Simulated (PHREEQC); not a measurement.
Dissolve 0.11 mol H2SO4, 0.00089 mol ZnSO4 and 0.00058 mol Na2SO4 per kg of water at 40 °C. Closed to the air; pH follows from the charge balance.

The numbers come from PHREEQC with the ion-association model, phreeqc.dat.

```json
[
 {"quantity": "pH", "before": "1.00", "after": "2.39"},
 {"quantity": "ionic strength (mol/kgw)", "before": "0.144", "after": "0.344"},
 {"quantity": "HSO4- (mol/kgw)", "before": "0.0950", "after": "0.0126"},
 {"quantity": "SO4-2 (mol/kgw)", "before": "0.0162", "after": "0.0713"},
 {"quantity": "Zn+2 (mol/kgw)", "before": "0.000603", "after": "0.000373"},
 {"quantity": "ZnSO4 (mol/kgw)", "before": "0.000256", "after": "0.000352"}
]
```

Q: Name the change that produced these shifts.
A) H2SO4 replaced by Fe2(SO4)3 at the same molality
B) temperature from 40 to 5 °C
C) ZnSO4 from 0.00089 to 0.00178 mol/kgw
D) 0.013 mol/kgw HNO3 added
E) H2SO4 from 0.11 to 0.022 mol/kgw

A: A, H2SO4 replaced by Fe2(SO4)3 at the same molality

This is a speciation only: nothing precipitates in the calculation. Some of these states are supersaturated (in Hematite (slow to form), Goethite (slow to form), for instance). At this temperature some constants are extrapolated from 25 °C, and those without enthalpy data are left unchanged.
